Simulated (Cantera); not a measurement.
**Premixed flame**

A freely propagating, adiabatic, planar premixed flame of 22.1 % H2, 16.2 % O2, 61.7 % N2, unburnt at 498 K and 0.133 bar; multicomponent transport, grid criteria slope 0.08 and curve 0.16, no radiation.

Detailed kinetics in Cantera: the H2/O2 subset of GRI-Mech 3.0, which has no nitrogen chemistry. Burning velocities carry a grid error of a few per cent, more on coarse grids. Lean hydrogen flames are cellular in practice and burn faster than this planar one.

```json
[
 {"z (mm)": "-17.5", "T (K)": "498", "u (m/s)": "3.18", "x H2": "0.221", "x O2": "0.162", "x H2O2": "<1e-8", "x HO2": "<1e-8", "x H2O": "<1e-8", "x O": "<1e-8"},
 {"z (mm)": "-11.7", "T (K)": "498", "u (m/s)": "3.18", "x H2": "0.221", "x O2": "0.162", "x H2O2": "<1e-8", "x HO2": "<1e-8", "x H2O": "<1e-8", "x O": "<1e-8"},
 {"z (mm)": "-8.76", "T (K)": "498", "u (m/s)": "3.18", "x H2": "0.221", "x O2": "0.162", "x H2O2": "<1e-8", "x HO2": "<1e-8", "x H2O": "<1e-8", "x O": "<1e-8"},
 {"z (mm)": "-5.84", "T (K)": "498", "u (m/s)": "3.18", "x H2": "0.221", "x O2": "0.162", "x H2O2": "<1e-8", "x HO2": "1.93e-7", "x H2O": "4.00e-8", "x O": "<1e-8"},
 {"z (mm)": "-2.92", "T (K)": "507", "u (m/s)": "3.23", "x H2": "0.218", "x O2": "0.163", "x H2O2": "2.39e-6", "x HO2": "7.60e-5", "x H2O": "0.000556", "x O": "5.48e-6"},
 {"z (mm)": "-1.46", "T (K)": "669", "u (m/s)": "4.19", "x H2": "0.192", "x O2": "0.159", "x H2O2": "3.72e-6", "x HO2": "4.67e-5", "x H2O": "0.0149", "x O": "0.000166"},
 {"z (mm)": "0", "T (K)": "1045", "u (m/s)": "6.34", "x H2": "0.0934", "x O2": "0.123", "x H2O2": "8.60e-7", "x HO2": "1.93e-5", "x H2O": "0.0938", "x O": "0.00559"},
 {"z (mm)": "1.46", "T (K)": "1312", "u (m/s)": "7.88", "x H2": "0.0273", "x O2": "0.0765", "x H2O2": "1.11e-6", "x HO2": "9.98e-6", "x H2O": "0.173", "x O": "0.0142"},
 {"z (mm)": "2.92", "T (K)": "1436", "u (m/s)": "8.57", "x H2": "0.0207", "x O2": "0.0684", "x H2O2": "8.31e-7", "x HO2": "7.53e-6", "x H2O": "0.187", "x O": "0.0153"},
 {"z (mm)": "5.84", "T (K)": "1570", "u (m/s)": "9.29", "x H2": "0.0195", "x O2": "0.0651", "x H2O2": "4.84e-7", "x HO2": "5.82e-6", "x H2O": "0.196", "x O": "0.0140"},
 {"z (mm)": "11.7", "T (K)": "1708", "u (m/s)": "10.0", "x H2": "0.0172", "x O2": "0.0623", "x H2O2": "2.49e-7", "x HO2": "4.38e-6", "x H2O": "0.205", "x O": "0.0116"},
 {"z (mm)": "23.4", "T (K)": "1839", "u (m/s)": "10.7", "x H2": "0.0135", "x O2": "0.0600", "x H2O2": "1.33e-7", "x HO2": "3.13e-6", "x H2O": "0.216", "x O": "0.00851"},
 {"z (mm)": "46.7", "T (K)": "1949", "u (m/s)": "11.2", "x H2": "0.00925", "x O2": "0.0584", "x H2O2": "7.97e-8", "x HO2": "2.14e-6", "x H2O": "0.226", "x O": "0.00550"}
]
```
x: mole fraction of selected species; z is measured from the peak of heat release.

```yaml
laminar_burning_velocity: 318 cm/s
thermal_thickness: 5.84 mm
peak x(H2O2): 5.05e-6
peak x(HO2): 7.94e-5
peak x(O): 0.0153
grid_points: 130
```
